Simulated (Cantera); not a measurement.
Charge: 1 mol Si₂Cl₆, 4.8 mol NH₃, 0.32 mol H₂, at 56.0 mbar.

These are equilibrium values from Cantera (NASA tables, ideal gas, pure condensed phases), not measurements of a reactor. Candidate condensed phases: NH₄Cl, Si, Si₃N₄; 28 gas species. The feed counts by its element totals alone. Gases not in the tables: Si₂H₆ and higher silanes. Kinetics and transport are ignored.

Which condensed phases are stable at each of these points (T (°C)): 1100, 1200, 1300, 1400, 1500, 1600, 1700, 1800, 1900?


```json
[
 {"T (°C)": "1100", "condensed phases": "Si₃N₄(s)", "Si condensed (%)": "80.0"},
 {"T (°C)": "1200", "condensed phases": "Si₃N₄(s)", "Si condensed (%)": "71.2"},
 {"T (°C)": "1300", "condensed phases": "Si₃N₄(s)", "Si condensed (%)": "52.8"},
 {"T (°C)": "1400", "condensed phases": "Si₃N₄(s)", "Si condensed (%)": "29.6"},
 {"T (°C)": "1500", "condensed phases": "Si₃N₄(s)", "Si condensed (%)": "8.4"},
 {"T (°C)": "1600", "condensed phases": "Si(l)", "Si condensed (%)": "3.1"},
 {"T (°C)": "1700", "condensed phases": "Si(l)", "Si condensed (%)": "4.9"},
 {"T (°C)": "1800", "condensed phases": "Si(l)", "Si condensed (%)": "5.9"},
 {"T (°C)": "1900", "condensed phases": "Si(l)", "Si condensed (%)": "5.0"}
]
```

From 1100 °C to 1500 °C the condensed part is Si₃N₄(s). From 1600 °C to 1900 °C the condensed part is Si(l).
